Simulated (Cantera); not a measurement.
# Equilibrium for chlorosilane synthesis and conversion: SiCl₄ + Cl₂ + H₂

Feed: 1 mol SiCl₄, 1.3 mol Cl₂, 9.3 mol H₂, at 1198.15 K and 360000 Pa.

Equilibrium computed with Cantera from the NASA thermochemical tables; the gas is ideal and each condensed phase is pure. Candidate condensed phases: Si; 19 gas species. The tables' values for SiCl₃ are old estimates; treat these amounts as uncertain. Kinetics and transport are ignored.

| Property | Value |
|---|---|
| x(H₂) | 0.683 |
| x(HCl) | 0.231 |
| x(SiCl₄) | 0.0792 |
| x(SiHCl₃) | 0.00630 |
| x(SiCl₃) | 0.000582 |
| x(SiH₂Cl₂) | 6.55e-5 |
| x(SiCl₂) | 3.78e-5 |
| gas amount | 11.60 mol |
| log10 activity of Si(s) (absent) | -3.69 |
